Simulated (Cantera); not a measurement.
Input: 1 mol SiH4, 0.62 mol N2, 5.9 mol H2, at 1873 K and 10.0 mbar.

Cantera equilibrium calculation (NASA polynomials, part measured and part estimated; ideal gas, pure solids and liquids). Candidate condensed phases: Si, Si3N4; 18 gas species. Gases not in the tables: Si2H6 and higher silanes. Rates play no part.

Base state: H2 0.920, N2 0.0725, H 0.00619, Si 0.000882, SiH 7.88e-5, SiH2 4.51e-5, Si2N 1.27e-5 (mole fractions); condensed: Si(l).

Problem. What changes in the equilibrium state with this change: SiH4 replaced by Si2Cl6?

Solution. 
| species | before | after |
|---|---|---|
| H2 | 0.920 | 0.511 |
| HCl | 0 | 0.209 |
| SiCl2 | 0 | 0.205 |
| N2 | 0.0725 | 0.0649 |
| SiCl3 | 0 | 0.00222 |
| Cl | 0 | 0.00143 |
| Si(l), mol | 0.991 | 0 |
The feed counts by its element totals alone. The tables' values for SiCl3, SiCl are old estimates; treat these amounts as uncertain. Further candidate phases: NH4Cl.
